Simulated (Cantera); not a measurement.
Input (Python, Cantera):

```python
import numpy as np
import cantera as ct

gas = ct.Solution("h2o2.yaml")
gas.TPX = 1148, 3400, {'H2': 0.0081, 'O2': 4.8}
inlet = ct.Reservoir(gas, clone=True)

reactor = ct.IdealGasConstPressureReactor(gas, energy="off", clone=False)
exhaust = ct.Reservoir(gas, clone=True)
tau = [4.6, 1.6, 0.56, 0.19, 0.066, 0.023, 0.008, 0.0028][0]
for a, b in ((inlet, reactor), (reactor, exhaust)):
    ct.MassFlowController(a, b, mdot=lambda t: reactor.mass / tau)
net = ct.ReactorNet([reactor])
show = ['H2', 'O2', 'H2O', 'OH', 'H2O2', 'O']

rows = []
print(f"{'tau/s':>10s}{'T/K':>9s}" + "".join(f"{s:>11s}" for s in show))
for tau in [4.6, 1.6, 0.56, 0.19, 0.066, 0.023, 0.008, 0.0028]:
    net.initial_time = 0.0
    net.advance(30 * tau)
    before = gas.X
    net.advance(40 * tau)
    drift = np.max(np.abs(gas.X - before) / (gas.X + 1e-9))
    rows.append([gas.T, *gas[show].X, drift])
    print(f"{tau:10.3e}{gas.T:9.1f}" + "".join(f"{x:11.3e}" for x in gas[show].X))
```

It prints:

```
     tau/s      T/K         H2         O2        H2O         OH       H2O2          O
 4.600e+00   1148.0  8.161e-06  9.982e-01  1.660e-03  3.600e-05  4.682e-09  1.215e-04
 1.600e+00   1148.0  1.452e-05  9.981e-01  1.645e-03  5.161e-05  6.628e-09  2.245e-04
 5.600e-01   1148.0  2.615e-05  9.979e-01  1.621e-03  7.383e-05  9.147e-09  3.877e-04
 1.900e-01   1148.0  5.004e-05  9.976e-01  1.579e-03  1.065e-04  1.299e-08  6.137e-04
 6.600e-02   1148.0  1.003e-04  9.974e-01  1.503e-03  1.515e-04  1.933e-08  8.370e-04
 2.300e-02   1148.0  2.122e-04  9.972e-01  1.358e-03  2.098e-04  2.984e-08  9.654e-04
 8.000e-03   1148.0  4.628e-04  9.973e-01  1.078e-03  2.639e-04  4.253e-08  8.933e-04
 2.800e-03   1148.0  9.957e-04  9.977e-01  5.656e-04  2.304e-04  3.605e-08  5.148e-04
```

Model: the H2/O2 subset of GRI-Mech 3.0, which has no nitrogen chemistry, integrated in Cantera. Radical loss at walls, strong at low pressure, is not modelled.
